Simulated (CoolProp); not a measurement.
Aqueous methanol as a coolant, at 35 °C, 1 atm.

Values from CoolProp's Melinder's fits for secondary coolants.

```
mass %  freezing point (°C)  conductivity (W/(m K))  density (kg/m³)  Prandtl number  viscosity (mPa s)
------  -------------------  ----------------------  ---------------  --------------  -----------------
1                      -0.5                   0.616            992.3             ___              0.738
10                     -6.5                     ___              ___            6.70              0.897
19                      ___                     ___            962.4             ___               1.05
27.9                  -23.3                   0.455            947.4            10.3               1.16
36.9                  -34.4                   0.409            931.3            11.6               1.21
45.8                  -47.5                   0.368            914.2            12.3               1.20
54.8                  -63.0                   0.331              ___            12.3               1.15
```

Task: Some entries are withheld; supply them.

Result: 
- 1, Prandtl number: 5.00
- 10, conductivity (W/(m K)): 0.558
- 10, density (kg/m³): 977.0
- 19, freezing point (°C): -14.1
- 19, conductivity (W/(m K)): 0.505
- 19, Prandtl number: 8.54
- 54.8, density (kg/m³): 895.4
